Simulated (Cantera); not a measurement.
# TiCl₄ + H₂O (titanium nitride, carbide and oxide coatings)

Feed: 1 mol TiCl₄, 0.76 mol H₂O, held at 0.470 bar.

Equilibrium computed with Cantera from the NASA thermochemical tables; the gas is ideal and each condensed phase is pure. Candidate condensed phases: H₂O, Ti, TiCl₂, TiCl₃, TiCl₄, TiO, TiO₂, Ti₂O₃, Ti₃O₅, Ti₄O₇; 23 gas species. Condensed phases not in the tables: TiOCl. The numbers say what is thermodynamically allowed, not how fast it happens.

From 750 °C to 1500 °C the condensed part is TiO₂(rutile). The main Ti-bearing gas is TiCl₄ throughout.

```json
[
 {"T (°C)": "750", "x HCl": "0.710", "x TiCl₄": "0.290", "x TiCl₃": "3.65e-6", "x Cl": "1.85e-6", "x Cl₂": "5.45e-6", "n TiO₂(rutile)": "0.380"},
 {"T (°C)": "825", "x HCl": "0.710", "x TiCl₄": "0.290", "x TiCl₃": "1.43e-5", "x Cl": "7.61e-6", "x Cl₂": "1.24e-5", "n TiO₂(rutile)": "0.380"},
 {"T (°C)": "900", "x HCl": "0.710", "x TiCl₄": "0.290", "x TiCl₃": "4.64e-5", "x Cl": "2.65e-5", "x Cl₂": "2.62e-5", "n TiO₂(rutile)": "0.380"},
 {"T (°C)": "975", "x HCl": "0.710", "x TiCl₄": "0.290", "x TiCl₃": "0.000129", "x Cl": "8.00e-5", "x Cl₂": "5.14e-5", "n TiO₂(rutile)": "0.380"},
 {"T (°C)": "1050", "x HCl": "0.709", "x TiCl₄": "0.290", "x TiCl₃": "0.000319", "x Cl": "0.000214", "x Cl₂": "9.38e-5", "n TiO₂(rutile)": "0.380"},
 {"T (°C)": "1125", "x HCl": "0.709", "x TiCl₄": "0.289", "x TiCl₃": "0.000715", "x Cl": "0.000517", "x Cl₂": "0.000160", "n TiO₂(rutile)": "0.380"},
 {"T (°C)": "1200", "x HCl": "0.708", "x TiCl₄": "0.288", "x TiCl₃": "0.00148", "x Cl": "0.00114", "x Cl₂": "0.000257", "n TiO₂(rutile)": "0.379"},
 {"T (°C)": "1275", "x HCl": "0.707", "x TiCl₄": "0.286", "x TiCl₃": "0.00284", "x Cl": "0.00231", "x Cl₂": "0.000391", "n TiO₂(rutile)": "0.379"},
 {"T (°C)": "1350", "x HCl": "0.706", "x TiCl₄": "0.284", "x TiCl₃": "0.00516", "x Cl": "0.00436", "x Cl₂": "0.000565", "n TiO₂(rutile)": "0.379"},
 {"T (°C)": "1425", "x HCl": "0.703", "x TiCl₄": "0.279", "x TiCl₃": "0.00886", "x Cl": "0.00774", "x Cl₂": "0.000780", "n TiO₂(rutile)": "0.379"},
 {"T (°C)": "1500", "x HCl": "0.699", "x TiCl₄": "0.271", "x TiCl₃": "0.0145", "x Cl": "0.0130", "x Cl₂": "0.00103", "n TiO₂(rutile)": "0.379"}
]
```
x: gas mole fraction; n: condensed amount in mol.
